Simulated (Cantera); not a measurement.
An isothermal, constant-pressure homogeneous reactor starts with C₃H₈ : H₂ = 1 : 63 (molar parts), at 1875 K and 10.00 Torr.

Model: GRI-Mech 3.0 (53 species, 325 reactions), integrated in Cantera. GRI-Mech 3.0 was tuned for natural gas; its chemistry of propane as a main component is partial and can be far from experiment. GRI-Mech 3.0 stops at C3 and has no aromatics, soot or wall deposition, so with more carbon than oxygen in the feed, carbon stays in small species such as C2H2 where larger ones or solid carbon would form. Radical loss at walls, strong at low pressure, is not modelled.

One state of this run: x C₃H₈ = 4.87e-11; x H₂ = 0.968; x CH₃ = 0.000867; x C₂H = 8.30e-7; x H = 0.00401; x C₂H₂ = 0.0169; x CH₄ = 0.0105. x: mole fraction; the columns are a selection and need not sum to one.

Problem. Which value of t (s) does it belong to?
A) 0.0572
B) 0.756
C) 2.75
D) 9.00e-5

Solution. A, 0.0572
